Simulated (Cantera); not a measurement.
**Si₃N₄ + H₂ + N₂ + NF₃ (nitride etching)**

A closed system holds: 1 mol Si₃N₄, 15 mol H₂, 0.64 mol N₂, a varied amount of NF₃, held at 850 K and 13.3 mbar.

Cantera equilibrium calculation (NASA polynomials, part measured and part estimated; ideal gas, pure solids and liquids). Candidate condensed phases: Si, Si₃N₄; 37 gas species. Kinetics and transport are ignored.

| n(NF₃) (mol) | x H₂ | x N₂ | x HF | x SiF₄ | x SiHF₃ | x NH₃ | n Si₃N₄(s) |
|---|---|---|---|---|---|---|---|
| 0.62 | 0.897 | 0.0753 | 0.000115 | 0.0278 | 2.56e-5 | 5.77e-6 | 0.845 |
| 0.89 | 0.872 | 0.0889 | 0.000127 | 0.0388 | 3.16e-5 | 6.01e-6 | 0.778 |
| 1.3 | 0.837 | 0.108 | 0.000140 | 0.0544 | 3.86e-5 | 6.24e-6 | 0.675 |
| 1.8 | 0.798 | 0.130 | 0.000151 | 0.0718 | 4.50e-5 | 6.36e-6 | 0.550 |
| 2.7 | 0.736 | 0.164 | 0.000164 | 0.0994 | 5.31e-5 | 6.33e-6 | 0.325 |
| 3.8 | 0.673 | 0.199 | 0.000172 | 0.128 | 5.93e-5 | 6.10e-6 | 0.0502 |
| 5.5 | 0.497 | 0.210 | 0.176 | 0.117 | 3.93e-8 | 3.98e-6 | 0 |
x: gas mole fraction; n: condensed amount in mol.

From 0.62 mol NF₃ to 3.8 mol NF₃ the condensed part is Si₃N₄(s). At 5.5 mol NF₃ nothing is condensed. The main Si-bearing gas is SiF₄ throughout. The share of Si in condensed phases is highest at 0.62 mol NF₃ (84.5 %) and lowest at 5.5 mol NF₃ (0.0 %).
